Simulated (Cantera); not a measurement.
Feed: 1 mol Fe(CO)5, 1 mol O2, 0.16 mol H2, equilibrated at 950 K and 0.128 Torr.

Equilibrium computed with Cantera from the NASA thermochemical tables; the gas is ideal and each condensed phase is pure. Candidate condensed phases: C, C6H6, C7H8, C8H18, Fe, Fe(CO)5, FeO, Fe(OH)2, Fe(OH)3, Fe2O3, Fe3O4, H2O; 114 gas species. The tables' stoichiometric FeO is somewhat more stable than real wüstite, so its field is too wide. FeO: taken at fixed stoichiometry. Kinetics and transport are ignored.

Base state: CO 0.757, CO2 0.212, H2 0.0268, H2O 0.00420 (mole fractions); condensed: Fe(α) + FeO(s).

**Question.** What changes in the equilibrium state with this change: H2 from 0.16 to 0.49 mol?

**Answer.** 
| species | before | after |
|---|---|---|
| CO | 0.757 | 0.711 |
| CO2 | 0.212 | 0.199 |
| H2 | 0.0268 | 0.0772 |
| H2O | 0.00420 | 0.0121 |
| Fe(α), mol | 0.117 | 0.161 |
| FeO(s), mol | 0.883 | 0.839 |

**Question.** What changes in the equilibrium state with this change: Fe(CO)5 replaced by Pb?

**Answer.** 
```csv
species,before,after
O2,<1e-9,0.724
H2O,0.00420,0.276
PbO,0,0.000310
CO,0.757,0
CO2,0.212,0
H2,0.0268,<1e-9
"Fe(α), mol",0.117,0
"FeO(s), mol",0.883,0
"PbO(yellow), mol",0,1.000
```
Further candidate phases: Pb, PbO, PbO2, Pb3O4.
